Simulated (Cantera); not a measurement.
**Thermodynamics of titanium nitride, carbide and oxide coatings, feed Ti(OiPr)₄ + CH₄**

Feed: 1 mol Ti(OiPr)₄, 2.5 mol CH₄, at 353 Torr.

Equilibrium computed with Cantera from the NASA thermochemical tables; the gas is ideal and each condensed phase is pure. Candidate condensed phases: C, C₆H₆, C₇H₈, C₈H₁₈, H₂O, Ti, TiC, TiO, TiO₂, Ti₂O₃, Ti₃O₅, Ti₄O₇; 113 gas species. The feed counts by its element totals alone. TiC: taken at fixed stoichiometry. Condensed phases not in the tables: Magnéli phases beyond Ti₄O₇. Rates play no part.

```
T (K)   x H₂    x CO    x CH₄     x H₂O     x CO₂  n C(graphite)  n TiO₂(rutile)  n Ti₄O₇(s)  n Ti₃O₅(s)  n TiC(s)
-----  -----  ------  -------  --------  --------  -------------  --------------  ----------  ----------  --------
1000   0.868  0.0829   0.0338    0.0134   0.00183           12.1            1.00           0           0         0
1075   0.887  0.0915   0.0167   0.00482  0.000534           12.3            1.00           0           0         0
1150   0.895  0.0941  0.00881   0.00186  0.000164           12.4            1.00           0           0         0
1225   0.889   0.105  0.00487  0.000866   7.00e-5           12.2               0       0.250           0         0
1300   0.887   0.109  0.00291  0.000415   2.90e-5           12.1               0           0       0.333         0
1375   0.889   0.109  0.00185  0.000210   1.25e-5           12.1               0           0       0.333         0
1450   0.825   0.174  0.00106  0.000168   1.49e-5           9.48               0           0           0      1.00
```
x: gas mole fraction; n: condensed amount in mol.

From 1000 K to 1150 K the condensed part is C(graphite) + TiO₂(rutile). At 1225 K the condensed part is C(graphite) + Ti₄O₇(s). From 1300 K to 1375 K the condensed part is C(graphite) + Ti₃O₅(s). At 1450 K the condensed part is C(graphite) + TiC(s).
